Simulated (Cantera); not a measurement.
An isothermal, constant-pressure homogeneous reactor starts with C2H4 : H2 = 1 : 20 (molar parts), at 1375 K and 20.0 Torr. Integrator tolerance rtol = 1e-08.

Cantera simulation using GRI-Mech 3.0 (53 species, 325 reactions); the numbers are that mechanism's predictions, not measurements. GRI-Mech 3.0 was tuned for natural gas; its chemistry of ethylene as a main component is partial and can be far from experiment. GRI-Mech 3.0 stops at C3 and has no aromatics, soot or wall deposition, so with more carbon than oxygen in the feed, carbon stays in small species such as C2H2 where larger ones or solid carbon would form. Radical loss at walls, strong at low pressure, is not modelled.

```csv
quantity,before,after
x(C2H4) at 10.0 s,0.00123 (gas-phase equilibrium 0.00102),0.0259 (gas-phase equilibrium 0.00122)
x(H2) at 10.0 s,0.954 (gas-phase equilibrium 0.945),0.952 (gas-phase equilibrium 0.905)
x(C2H2) at 10.0 s,0.0440 (gas-phase equilibrium 0.0366),0.0196 (gas-phase equilibrium 0.00282)
x(H) at 10.0 s,2.49e-5 (gas-phase equilibrium 2.05e-5),5.34e-6 (gas-phase equilibrium 7.19e-7)
x(C2H6) at 10.0 s,5.00e-7 (gas-phase equilibrium 6.27e-7),0.000125 (gas-phase equilibrium 6.06e-6)
x(CH4) at 10.0 s,0.000646 (gas-phase equilibrium 0.0173),0.00229 (gas-phase equilibrium 0.0912)
x(C2H) at 10.0 s,9.27e-10 (gas-phase equilibrium 6.43e-10),1.56e-11 (gas-phase equilibrium <1e-12)
```

Which change was made?
A. temperature 1375 to 1600 K
B. temperature 1375 to 1175 K
C. pressure from 20.0 Torr to 3.23 Torr
D. temperature 1375 to 1250 K

B, temperature 1375 to 1175 K
